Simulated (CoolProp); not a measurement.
Aqueous calcium chloride as a coolant, 16 % by mass, freezing at -12.3 °C, 1 atm.

Values from CoolProp's Melinder's fits for secondary coolants.

| T (°C) | cp (kJ/(kg K)) | density (kg/m³) | Prandtl number | viscosity (mPa s) |
|---|---|---|---|---|
| -7.1 | 3.221 | (withheld) | 20.1 | 3.37 |
| -1.6 | 3.237 | 1145 | 16.8 | 2.84 |
| 3.9 | 3.253 | 1145 | 14.1 | 2.41 |
| 9.4 | 3.268 | 1144 | (withheld) | 2.08 |
| 14.9 | 3.282 | 1143 | (withheld) | 1.81 |
| 20.4 | 3.295 | 1143 | 9.00 | 1.58 |
| 25.9 | 3.308 | 1141 | (withheld) | 1.40 |
| 31.4 | 3.320 | 1139 | (withheld) | 1.25 |

Problem. Complete the blanks.

Solution. 
- -7.1, density (kg/m³): 1146
- 9.4, Prandtl number: 12.0
- 14.9, Prandtl number: 10.4
- 25.9, Prandtl number: 7.89
- 31.4, Prandtl number: 6.97
